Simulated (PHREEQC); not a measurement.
PHREEQC input (ion-association model, wateq4f.dat):

```
SOLUTION_MASTER_SPECIES
  An  An-  0  An  62.0  # stands for a non-complexing anion
SOLUTION_SPECIES
  An- = An-
    -log_k 0
    -gamma 3.0 0
PHASES
  Fix_H+
    H+ = H+
    -log_k 0
SOLUTION 1
  temp 25
  units mmol/kgw
  pH 7 charge
  S(6) 4.4
  Zn 4.4
  Na 300
  An 300
END
SELECTED_OUTPUT 1
  -reset false
  -pH true
  -pe true
  -ionic_strength true
  -water true
  -totals Na S Zn S(-2) S(6)
  -molalities Hfo_wOH Hfo_wOH2+ Hfo_wO- Hfo_sOH Hfo_sOH2+ Hfo_sO- Hfo_sOZn+ Hfo_wOZn+ Hfo_wSO4- Hfo_wOHSO4-2
  -saturation_indices Zn(OH)2-a Zn4(OH)6SO4 Mirabilite Goslarite
USER_PUNCH 1
  -headings sigma psi
  10 PUNCH EDL("sigma", "Hfo"), EDL("psi", "Hfo")
PRINT
  -reset false
USE solution 1
SURFACE 1
  Hfo_wOH 0.00173034 600 0.77
  Hfo_sOH 4.32584e-05
EQUILIBRIUM_PHASES 1
  Fix_H+ -3 HAn 10
    -force_equality true
  O2(g) -0.68 10
END
# ... the last block is repeated for the other 16 points of pH, with NaOH or the acid as the point needs
```

Selected output (columns that matter, 14 of 17 rows; pH added in front):

```
pH	mu	Na	S	Zn	m_Hfo_wOH	m_Hfo_wOH2+	m_Hfo_wO-	m_Hfo_sOH	si_Zn(OH)2-a	si_Zn4(OH)6SO4	si_Mirabilite	si_Goslarite	sigma	psi
3	0.31589	0.3	0.0038111	0.0043999	9.4159e-07	0.0011405	1.7808e-11	3.5661e-08	-9.3769	-25.294	-3.4582	-4.1854	0.12406	0.071387
3.5	0.31503	0.3	0.0038112	0.0043997	2.9449e-06	0.0011386	1.7449e-10	1.1092e-07	-8.3768	-22.287	-3.4507	-4.178	0.12324	0.071146
4	0.31475	0.3	0.0038155	0.0043974	9.1907e-06	0.0011366	1.7025e-09	3.2732e-07	-7.377	-19.285	-3.4478	-4.1754	0.12239	0.070853
5	0.31452	0.3	0.0038648	0.0043563	8.1128e-05	0.001107	1.3621e-07	4.4858e-07	-5.3813	-13.295	-3.441	-4.1728	0.11566	0.068328
5.5	0.31434	0.3	0.0039378	0.0042956	0.0002031	0.0010022	9.4292e-07	1.4547e-07	-4.3877	-10.312	-3.4324	-4.1707	0.10695	0.06488
6	0.31348	0.3	0.0040352	0.0039927	0.00036275	0.00063391	4.7554e-06	4.4994e-08	-3.4198	-7.4281	-3.4199	-4.1903	0.099875	0.061971
6.5	0.31275	0.3007	0.0040897	0.0034844	0.00035688	0.00017419	1.675e-05	1.852e-08	-2.4794	-4.6583	-3.4096	-4.2417	0.10737	0.06516
7.5	0.31239	0.30145	0.0041444	0.0030849	0.00010814	2.9119e-06	9.1999e-05	3.8509e-09	-0.5388	1.1118	-3.3997	-4.2934	0.15004	0.080441
8	0.31231	0.30182	0.00421	0.0030332	4.8834e-05	3.254e-07	0.00016789	1.6712e-09	0.4302	3.9956	-3.3911	-4.3167	0.17127	0.086741
8.5	0.31186	0.30323	0.0042883	0.0030365	2.2923e-05	4.3669e-08	0.00027565	7.8634e-10	1.3014	6.4913	-3.3761	-4.4345	0.18061	0.089331
9	0.31089	0.30634	0.004356	0.0031289	1.5526e-05	1.246e-08	0.0004432	5.7261e-10	1.8145	7.5565	-3.3546	-4.9088	0.15458	0.081963
10	0.31093	0.30877	0.0043985	0.003394	1.4701e-05	6.5875e-09	0.00075156	6.9113e-10	1.9856	6.2476	-3.3415	-6.7312	0.05255	0.037778
10.5	0.31164	0.30963	0.0043997	0.0034887	1.5215e-05	6.2617e-09	0.00084696	7.9322e-10	1.9626	5.1553	-3.3397	-7.7547	0.01333	0.010387
11	0.31352	0.31159	0.0043998	0.0035819	1.6921e-05	6.9877e-09	0.00093863	9.8803e-10	1.8656	3.7657	-3.3362	-8.8533	-0.025232	-0.01928
```

Along this series the solution becomes supersaturated in solids that the run did not let form, among them Zn(OH)2-a, Zn4(OH)6SO4. Species that the database lacks are ignored. The oxide is taken as insoluble; below pH 4 it would dissolve.
